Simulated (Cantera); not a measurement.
A freely propagating, adiabatic, planar premixed flame of H2 : O2 : N2 = 1 : 0.208 : 0.783 (molar parts), equivalence ratio 2.4, unburnt at 300 K and 0.987 atm; multicomponent transport, grid criteria slope 0.08 and curve 0.16, no radiation.

Cantera simulation using the H2/O2 subset of GRI-Mech 3.0, which has no nitrogen chemistry; the numbers are that mechanism's predictions, not measurements. Burning velocities carry a grid error of a few per cent, more on coarse grids.

x: mole fraction of selected species; z is measured from the peak of heat release.

```json
[
 {"z (mm)": "-1.04", "T (K)": "300", "u (m/s)": "2.68", "x H2": "0.502", "x O2": "0.104", "x OH": "<1e-8", "x HO2": "<1e-8", "x H2O2": "<1e-8", "x H2O": "<1e-8"},
 {"z (mm)": "-0.693", "T (K)": "300", "u (m/s)": "2.68", "x H2": "0.502", "x O2": "0.104", "x OH": "<1e-8", "x HO2": "<1e-8", "x H2O2": "<1e-8", "x H2O": "<1e-8"},
 {"z (mm)": "-0.519", "T (K)": "300", "u (m/s)": "2.68", "x H2": "0.502", "x O2": "0.104", "x OH": "<1e-8", "x HO2": "<1e-8", "x H2O2": "<1e-8", "x H2O": "2.71e-8"},
 {"z (mm)": "-0.346", "T (K)": "300", "u (m/s)": "2.68", "x H2": "0.502", "x O2": "0.104", "x OH": "<1e-8", "x HO2": "1.37e-7", "x H2O2": "1.74e-8", "x H2O": "9.06e-7"},
 {"z (mm)": "-0.173", "T (K)": "331", "u (m/s)": "2.94", "x H2": "0.498", "x O2": "0.105", "x OH": "8.85e-6", "x HO2": "9.19e-5", "x H2O2": "1.24e-5", "x H2O": "0.000505"},
 {"z (mm)": "-0.0866", "T (K)": "595", "u (m/s)": "5.16", "x H2": "0.473", "x O2": "0.0990", "x OH": "0.000678", "x HO2": "0.000313", "x H2O2": "8.96e-5", "x H2O": "0.0188"},
 {"z (mm)": "0", "T (K)": "979", "u (m/s)": "8.26", "x H2": "0.416", "x O2": "0.0775", "x OH": "0.000675", "x HO2": "0.000105", "x H2O2": "1.56e-5", "x H2O": "0.0709"},
 {"z (mm)": "0.0866", "T (K)": "1261", "u (m/s)": "10.5", "x H2": "0.346", "x O2": "0.0406", "x OH": "0.00132", "x HO2": "4.43e-5", "x H2O2": "9.81e-7", "x H2O": "0.146"},
 {"z (mm)": "0.173", "T (K)": "1415", "u (m/s)": "11.7", "x H2": "0.304", "x O2": "0.0135", "x OH": "0.00153", "x HO2": "1.41e-5", "x H2O2": "4.12e-7", "x H2O": "0.198"},
 {"z (mm)": "0.346", "T (K)": "1536", "u (m/s)": "12.6", "x H2": "0.290", "x O2": "[?]", "x OH": "0.00147", "x HO2": "[?]", "x H2O2": "[?]", "x H2O": "0.223"},
 {"z (mm)": "0.693", "T (K)": "1634", "u (m/s)": "13.4", "x H2": "0.297", "x O2": "7.88e-5", "x OH": "0.00148", "x HO2": "8.25e-8", "x H2O2": "1.34e-7", "x H2O": "0.227"},
 {"z (mm)": "1.39", "T (K)": "1724", "u (m/s)": "14.0", "x H2": "0.305", "x O2": "3.76e-5", "x OH": "0.00132", "x HO2": "4.30e-8", "x H2O2": "7.78e-8", "x H2O": "0.228"},
 {"z (mm)": "2.77", "T (K)": "1798", "u (m/s)": "14.5", "x H2": "0.312", "x O2": "1.83e-5", "x OH": "0.00104", "x HO2": "2.30e-8", "x H2O2": "3.82e-8", "x H2O": "0.230"}
]
```

Problem. Fill in the missing entries.

Solution. 
- 0.346, x O2: 0.00110
- 0.346, x HO2: 1.06e-6
- 0.346, x H2O2: 1.98e-7
